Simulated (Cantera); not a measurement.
A closed system holds: 1 mol Si3N4, 0.5 mol N2, 0.42 mol C, at 2225 K and 38.0 mbar.

Equilibrium computed with Cantera from the NASA thermochemical tables; the gas is ideal and each condensed phase is pure. Mutual solubility and eutectic melting of coexisting phases are not modelled. The tables' values for SiN are old estimates; treat these amounts as uncertain. Rates play no part.

```csv
species,before,after
N2,0.986,0.673
Si,0.0123,0.256
Si2C,0.000787,0.0469
SiC2,1.74e-5,0.00790
SiC,1.35e-7,5.74e-5
CN,4.65e-6,0.000289
Si2,0.000207,0.00788
Si3,4.00e-5,0.00131
SiN,0.000384,0.00357
"Si(l), mol",2.54,1.38
"SiC(s), mol",0.418,0.187
```
Gas species are given as mole fractions.

Problem. What was changed between the two runs?
A) temperature from 2225 K to 2850 K
B) temperature from 2225 K to 2600 K
C) temperature from 2225 K to 1625 K
D) temperature from 2225 K to 2173.15 K

Solution. B, temperature from 2225 K to 2600 K
